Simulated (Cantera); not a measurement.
A counterflow diffusion flame at 300 Torr, nozzles 20 mm apart: fuel side CH4 : CO : N2 = 1 : 0.43 : 0.82 (molar parts) at 550 K, oxidiser side O2 : N2 = 0.2 : 0.8 (molar parts) at 725 K, fuel mass flux 1 times the oxidiser's; mixture-averaged transport, no radiation.

Cantera simulation using GRI-Mech 3.0 (53 species, 325 reactions); the numbers are that mechanism's predictions, not measurements. GRI-Mech 3.0 has no aromatics or soot, which form on the fuel side of real flames. The maximum strain rate includes the flame's own expansion and is several times the mean. A flux with no burning solution from the previous one only brackets extinction.

x: mole fraction; the columns are a selection and need not sum to one.

```tsv
oxidiser flux (kg/m²/s)	max strain (1/s)	mean strain (1/s)	T max (K)	peak x OH	peak x H	peak x NO	peak x CO	peak x C2H2
0.1	198	51.4	2023	0.00783	0.00648	0.000221	0.191	(withheld)
0.17	323	87.3	1994	0.00747	0.00680	0.000176	0.191	(withheld)
0.27	495	139	1968	0.00713	0.00698	0.000135	0.191	(withheld)
0.45	797	231	1931	0.00655	0.00692	8.77e-5	0.191	(withheld)
0.74	1260	380	1877	0.00562	0.00627	4.38e-5	0.191	(withheld)
```

Fill in the missing entries.


- 0.1, peak x C2H2: 0.00923
- 0.17, peak x C2H2: 0.00848
- 0.27, peak x C2H2: 0.00765
- 0.45, peak x C2H2: 0.00630
- 0.74, peak x C2H2: 0.00430
